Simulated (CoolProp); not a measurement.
The fluid at 353.28 K and 0.072 MPa expands adiabatically to 0.00493 MPa with isentropic efficiency 1. The same conditions are run with several fluids, on thermodynamics alone (safety and materials aside).

Values from CoolProp's reference Helmholtz-energy equation of state of each fluid (the fluoroketone C6F12O (FK-5-1-12): McLinden 2015; R13: Platzer 1990; R410A: Lemmon 2003; R227EA: Lemmon 2016). The equations of Platzer and Polt are older, rougher fits. Blends and air are pseudo-pure fits.

```
fluid                                work (kJ/kg)  final temperature (K)  final density (kg/m³)
-----------------------------------  ------------  ---------------------  ---------------------
the fluoroketone C6F12O (FK-5-1-12)           ___                    ___                    ___
R13                                          64.3                  253.0                  0.245
R410A                                         ___                    ___                    ___
R227EA                                        ___                  302.1                    ___
```

Question: What belongs in the gaps?

Answer: 
- the fluoroketone C6F12O (FK-5-1-12), work (kJ/kg): 23.6
- the fluoroketone C6F12O (FK-5-1-12), final temperature (K): 325.8
- the fluoroketone C6F12O (FK-5-1-12), final density (kg/m³): 0.577
- R410A, work (kJ/kg): 90.4
- R410A, final temperature (K): 240.2
- R410A, final density (kg/m³): 0.179
- R227EA, work (kJ/kg): 42.7
- R227EA, final density (kg/m³): 0.334
